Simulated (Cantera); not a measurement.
A perfectly stirred reactor is fed with CO : O2 : H2O : N2 = 0.02 : 0.071 : 0.003 : 1 (molar parts), at 760 Torr; it is held at 1450 K, and followed from long to short residence time.

Detailed kinetics in Cantera: GRI-Mech 3.0 (53 species, 325 reactions).

Question: What does this change do: 0.013 parts H2 added?

Answer: 
| quantity | before | after |
|---|---|---|
| x(CO) at τ = 1.10 s | 0.000126 | 6.85e-5 |
| x(O2) at τ = 1.10 s | 0.0563 | 0.0500 |
| x(H2O) at τ = 1.10 s | 0.00274 | 0.0146 |
| x(H2) at τ = 1.10 s | 8.92e-7 | 6.78e-6 |
| x(NO) at τ = 1.10 s | 8.80e-6 | 4.88e-6 |
| x(CO) at τ = 18.0 ms | 0.00192 | 0.00103 |
| x(O2) at τ = 18.0 ms | 0.0569 | 0.0502 |
| x(H2O) at τ = 18.0 ms | 0.00265 | 0.0144 |
| x(H2) at τ = 18.0 ms | 1.24e-5 | 9.44e-5 |
| x(NO) at τ = 18.0 ms | 2.96e-6 | 2.09e-6 |

Question: What does this change do: pressure from 760 Torr to 5330 Torr?

Answer: 
```json
[
 {"quantity": "x(CO) at τ = 1.10 s", "before": "0.000126", "after": "6.20e-5"},
 {"quantity": "x(O2) at τ = 1.10 s", "before": "0.0563", "after": "0.0563"},
 {"quantity": "x(H2O) at τ = 1.10 s", "before": "0.00274", "after": "0.00276"},
 {"quantity": "x(H2) at τ = 1.10 s", "before": "8.92e-7", "after": "9.16e-8"},
 {"quantity": "x(NO) at τ = 1.10 s", "before": "8.80e-6", "after": "4.86e-6"},
 {"quantity": "x(CO) at τ = 18.0 ms", "before": "0.00192", "after": "0.00120"},
 {"quantity": "x(O2) at τ = 18.0 ms", "before": "0.0569", "after": "0.0568"},
 {"quantity": "x(H2O) at τ = 18.0 ms", "before": "0.00265", "after": "0.00274"},
 {"quantity": "x(H2) at τ = 18.0 ms", "before": "1.24e-5", "after": "1.57e-6"},
 {"quantity": "x(NO) at τ = 18.0 ms", "before": "2.96e-6", "after": "5.21e-6"}
]
```
